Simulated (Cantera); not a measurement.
Feed: 1 mol SiC, 4.8 mol H2O, 17 mol H2, 0.0013 mol O2, equilibrated at 7.20 bar.

Equilibrium computed with Cantera from the NASA thermochemical tables; the gas is ideal and each condensed phase is pure. Candidate condensed phases: C, C6H6, C7H8, C8H18, H2O, Si, SiC, SiO2; 123 gas species. The tables hold silica as quartz up to 1696 K and as liquid above; real silica turns to tridymite and cristobalite and melts near 1996 K. Gases not in the tables: Si(OH)4. The numbers say what is thermodynamically allowed, not how fast it happens.

Which condensed phases are stable at each of these points (T (°C)): 925, 1000, 1075, 1150, 1225, 1300, 1375, 1450, 1525, 1600, 1675, 1750, 1825, 1900?


| T (°C) | condensed phases | Si condensed (%) |
|---|---|---|
| 925 | SiO2(β-quartz) | 100.0 |
| 1000 | SiO2(β-quartz) | 100.0 |
| 1075 | SiO2(β-quartz) | 100.0 |
| 1150 | SiO2(β-quartz) | 100.0 |
| 1225 | SiO2(β-quartz) | 100.0 |
| 1300 | SiO2(β-quartz) | 100.0 |
| 1375 | SiO2(β-quartz) | 100.0 |
| 1450 | SiO2(condensed) | 100.0 |
| 1525 | SiO2(condensed) | 100.0 |
| 1600 | SiO2(condensed) | 100.0 |
| 1675 | SiO2(condensed) | 99.9 |
| 1750 | SiO2(l) | 99.6 |
| 1825 | SiO2(l) | 98.9 |
| 1900 | SiO2(l) | 97.0 |

From 925 °C to 1375 °C the condensed part is SiO2(β-quartz). From 1450 °C to 1675 °C the condensed part is SiO2(condensed). From 1750 °C to 1900 °C the condensed part is SiO2(l).
